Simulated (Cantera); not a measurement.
A freely propagating, adiabatic, planar premixed flame of H2 : O2 : N2 = 1 : 0.385 : 1.62 (molar parts), equivalence ratio 1.3, unburnt at 550 K and 6.10 bar; multicomponent+Soret transport, grid criteria slope 0.08 and curve 0.16, no radiation.

Detailed kinetics in Cantera: the H2/O2 subset of GRI-Mech 3.0, which has no nitrogen chemistry. The hydrogen kinetics of GRI-Mech 3.0 are dated; newer H2 mechanisms differ, most at raised pressure. Burning velocities carry a grid error of a few per cent, more on coarse grids.

x: mole fraction of selected species; z is measured from the peak of heat release.

```tsv
z (mm)	T (K)	u (m/s)	x H2	x O2	x H2O	x HO2	x O	x OH
-0.128	550	5.97	0.333	0.128	<1e-8	<1e-8	<1e-8	<1e-8
-0.0854	550	5.97	0.333	0.128	8.46e-8	<1e-8	<1e-8	<1e-8
-0.0641	550	5.97	0.332	0.128	8.78e-7	(withheld)	<1e-8	<1e-8
-0.0427	551	5.96	0.329	0.129	1.57e-5	(withheld)	5.15e-8	<1e-8
-0.0214	595	6.19	0.299	0.133	0.00230	(withheld)	8.36e-6	3.57e-5
-0.0107	884	8.87	0.255	0.126	0.0301	(withheld)	0.000276	0.00105
0	1343	13.2	0.188	0.0904	0.105	(withheld)	0.00231	0.00287
0.0107	1674	16.4	0.125	0.0455	0.188	(withheld)	0.00454	0.00660
0.0214	1855	18.1	0.0931	0.0204	0.233	(withheld)	0.00475	0.00967
0.0427	2026	19.6	0.0800	0.00733	0.258	(withheld)	0.00379	0.0116
0.0854	2171	20.8	0.0792	0.00366	0.270	(withheld)	0.00230	0.0108
0.171	2286	21.8	0.0793	0.00183	0.279	(withheld)	0.00112	0.00844
0.342	2364	22.4	0.0792	0.000776	0.287	(withheld)	0.000457	0.00582
```

Complete the blanks.


- -0.0641, x HO2: 1.12e-7
- -0.0427, x HO2: 2.60e-6
- -0.0214, x HO2: 0.000478
- -0.0107, x HO2: 0.000892
- 0, x HO2: 0.000399
- 0.0107, x HO2: 0.000174
- 0.0214, x HO2: 7.17e-5
- 0.0427, x HO2: 2.36e-5
- 0.0854, x HO2: 1.08e-5
- 0.171, x HO2: 4.98e-6
- 0.342, x HO2: 1.91e-6
